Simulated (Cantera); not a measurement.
An adiabatic, constant-volume homogeneous reactor starts with 17.8 % CH3OH, 12.7 % O2, 48.0 % N2, 21.4 % CO2, equivalence ratio 2.1, at 1350 K and 20300 Torr.

Model: GRI-Mech 3.0 (53 species, 325 reactions), integrated in Cantera. GRI-Mech 3.0 was tuned for natural gas; its chemistry of methanol as a main component is partial and can be far from experiment. The pressure lies above the range GRI-Mech 3.0 was tuned for (to about 10 atm).

Question: Predict: time of steepest temperature rise; temperature at 1.00 s; equilibrium temperature; x(O2) at 1.00 s; x(CO2) at 1.00 s; x(H2O2) at 1.00 s.

Answer: 
```
Item                                                                 Value
---------------------------------  ---------------------------------------
time of steepest temperature rise                                  69.5 µs
temperature at 1.00 s                                               2436 K
equilibrium temperature                                             2436 K
x(O2) at 1.00 s                    7.21e-6 (gas-phase equilibrium 7.21e-6)
x(CO2) at 1.00 s                       0.141 (gas-phase equilibrium 0.141)
x(H2O2) at 1.00 s                  3.05e-8 (gas-phase equilibrium 3.05e-8)
```
